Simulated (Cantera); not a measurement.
A perfectly stirred reactor is fed with 89.3 % CH₄, 10.7 % H₂O, at 0.207 atm; it is held at 1825 K, and followed from long to short residence time.

Computed with Cantera and GRI-Mech 3.0 (53 species, 325 reactions). GRI-Mech 3.0 stops at C3 and has no aromatics, soot or wall deposition, so with more carbon than oxygen in the feed, carbon stays in small species such as C2H2 where larger ones or solid carbon would form.

Question: Predict: x(CH₄) at τ = 1.70 s; x(H₂O) at τ = 1.70 s; x(CH₂O) at τ = 1.70 s; x(CH₃) at τ = 1.70 s; x(CH₄) at τ = 77.0 ms; x(H₂O) at τ = 77.0 ms; x(CH₂O) at τ = 77.0 ms; x(CH₃) at τ = 77.0 ms.

Answer: 
```json
{
 "x(CH₄) at τ = 1.70 s": "0.0171",
 "x(H₂O) at τ = 1.70 s": "0.00646",
 "x(CH₂O) at τ = 1.70 s": "2.57e-8",
 "x(CH₃) at τ = 1.70 s": "0.000374",
 "x(CH₄) at τ = 77.0 ms": "0.0827",
 "x(H₂O) at τ = 77.0 ms": "0.0448",
 "x(CH₂O) at τ = 77.0 ms": "6.84e-7",
 "x(CH₃) at τ = 77.0 ms": "0.00162"
}
```
